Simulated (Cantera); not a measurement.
A Cantera script and what it prints.

```python
import numpy as np
import cantera as ct

gas_names = """
    H H2 Hg
""".split()
cond_names = """
    Hg(cr) Hg(L)
""".split()


# ... load() reads the species with a 1 bar reference pressure and builds the phases ...
atoms = {
    'Hg': {'Hg': 1},
    'H2': {'H': 2},
}
top_T = {}  # K; cautious upper limits of use, not melting points


# ... equilibrate(T, P, feed) seeds the gas with the atoms and calls Mixture.equilibrate('TP', solver="vcs", rtol=1e-11, max_steps=5000) ...
results = []
feed = {'Hg': 1, 'H2': 0.04}  # mol
T = 750  # K
P = 13332.2  # Pa
mix = equilibrate(T, P, feed)
results.append((T, P, feed, dict(zip(mix.species_names, mix.species_moles))))
print(gas.report(threshold=0.001))
for i in range(1, mix.n_phases):
    print(f"{mix.phase(i).name:16s} {mix.phase_moles(i):12.5e} mol")
```

Output:

```
       temperature   750 K
          pressure   13332 Pa
           density   0.41254 kg/m^3
  mean mol. weight   192.95 kg/kmol
   phase of matter   gas

                          1 kg             1 kmol
                     ---------------   ---------------
          enthalpy        3.5531e+05        6.8558e+07  J
   internal energy        3.2299e+05        6.2323e+07  J
           entropy            1092.8        2.1085e+05  J/K
    Gibbs function       -4.6425e+05        -8.958e+07  J
 heat capacity c_p            109.45             21120  J/K
 heat capacity c_v            66.364             12805  J/K

                      mass frac. Y      mole frac. X     chem. pot. / RT
                     ---------------   ---------------   ---------------
                H2        0.00040185          0.038462           -22.114
                Hg            0.9996           0.96154           -14.055
     [   +1 minor]        8.8776e-16        1.6994e-13

Hg(L)             0.00000e+00 mol
```

Cantera equilibrium calculation (NASA polynomials, part measured and part estimated; ideal gas, pure solids and liquids).
